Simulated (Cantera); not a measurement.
What does this Cantera script print?

```python
import numpy as np
import cantera as ct

gas = ct.Solution("h2o2.yaml")
gas.TPX = 1350, 1333, {'H2': 0.35, 'O2': 1}
inlet = ct.Reservoir(gas, clone=True)

reactor = ct.IdealGasConstPressureReactor(gas, energy="off", clone=False)
exhaust = ct.Reservoir(gas, clone=True)
tau = [15, 5.8, 2.3, 0.9, 0.36, 0.14, 0.055, 0.022, 0.0085][0]
for a, b in ((inlet, reactor), (reactor, exhaust)):
    ct.MassFlowController(a, b, mdot=lambda t: reactor.mass / tau)
net = ct.ReactorNet([reactor])
show = ['H2', 'O2', 'H2O2', 'O', 'OH', 'HO2']

rows = []
print(f"{'tau/s':>10s}{'T/K':>9s}" + "".join(f"{s:>11s}" for s in show))
for tau in [15, 5.8, 2.3, 0.9, 0.36, 0.14, 0.055, 0.022, 0.0085]:
    net.initial_time = 0.0
    net.advance(30 * tau)
    before = gas.X
    net.advance(40 * tau)
    drift = np.max(np.abs(gas.X - before) / (gas.X + 1e-9))
    rows.append([gas.T, *gas[show].X, drift])
    print(f"{tau:10.3e}{gas.T:9.1f}" + "".join(f"{x:11.3e}" for x in gas[show].X))
```

Output:

```
     tau/s      T/K         H2         O2       H2O2          O         OH        HO2
 1.500e+01   1350.0  1.724e-04  7.007e-01  8.034e-08  7.193e-04  1.921e-03  1.206e-06
 5.800e+00   1350.0  3.244e-04  6.998e-01  1.126e-07  1.364e-03  2.642e-03  1.944e-06
 2.300e+00   1350.0  5.977e-04  6.984e-01  1.527e-07  2.533e-03  3.595e-03  2.937e-06
 9.000e-01   1350.0  1.103e-03  6.959e-01  2.026e-07  4.721e-03  4.898e-03  4.182e-06
 3.600e-01   1350.0  1.987e-03  6.916e-01  2.580e-07  8.595e-03  6.586e-03  5.493e-06
 1.400e-01   1350.0  3.573e-03  6.839e-01  3.150e-07  1.568e-02  8.832e-03  6.715e-06
 5.500e-02   1350.0  6.148e-03  6.708e-01  3.572e-07  2.749e-02  1.152e-02  7.529e-06
 2.200e-02   1350.0  9.765e-03  6.514e-01  3.689e-07  4.457e-02  1.430e-02  7.747e-06
 8.500e-03   1350.0  1.415e-02  6.280e-01  3.511e-07  6.449e-02  1.667e-02  7.435e-06
```

Computed with Cantera and the H2/O2 subset of GRI-Mech 3.0, which has no nitrogen chemistry. Radical loss at walls, strong at low pressure, is not modelled. The temperature is held fixed by assumption; the heat of reaction is taken as removed at once.
